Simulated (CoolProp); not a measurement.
Saturation properties of methanol.

Model: reference Helmholtz-energy equation of state, de Reuck 1993, in CoolProp.

```
T (K)  p (bar)  enthalpy of vaporisation (kJ/kg)  liquid cp (kJ/(kg K))  surface tension (mN/m)
-----  -------  --------------------------------  ---------------------  ----------------------
303.1   0.2186                              1161                  2.566                    21.7
316.6   0.4163                              1139                  2.659                    20.6
330.2   0.7507                              1115                  2.764                    19.5
343.8    1.285                              1089                  2.880                    18.3
357.3    2.095                              1060                  3.006                    17.1
370.9    3.294                              1028                  3.145                    15.8
384.5    4.998                             991.6                  3.297                    14.5
398      7.328                             951.0                  3.465                    13.1
411.6    10.48                             904.6                  3.655                    11.7
425.1    14.60                             852.2                  3.873                    10.2
438.7    19.93                             792.7                  4.136                    8.65
452.3    26.68                             728.0                  4.470                    7.04
```

It boils at 337.6 K under 1 atm.

Surface tension comes from a separate correlation (Mulero 2012).
